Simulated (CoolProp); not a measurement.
A single-stage vapour-compression cycle with R1224YDZ: evaporating at 287.15 K (dew point), condensing at 353.15 K (bubble point), superheat 2 K, subcooling 5 K, compressor efficiency 0.65, no pressure losses. Each further row changes one setting.

The numbers come from the reference Helmholtz-energy equation of state, Akasaka 2023 in CoolProp.

| case | cooling COP | pressure ratio | discharge temperature (K) | refrigerating effect (kJ/kg) | volumetric capacity (kJ/m³) |
|---|---|---|---|---|---|
| as stated | 2.02 | 7.49 | 360.9 | 98.4 | 625 |
| evaporating temperature 292.15 K | 2.30 | 6.20 | 359.7 | 102 | 772 |
| condensing temperature 348.15 K | 2.29 | 6.63 | 356.2 | 105 | 665 |
| subcooling 10 K | 2.15 | 7.49 | 360.9 | 105 | 665 |
| superheat 12 K | 2.08 | 7.49 | 371.3 | 106 | 648 |
| compressor efficiency 0.55 | 1.71 | 7.49 | 369.8 | 98.4 | 625 |
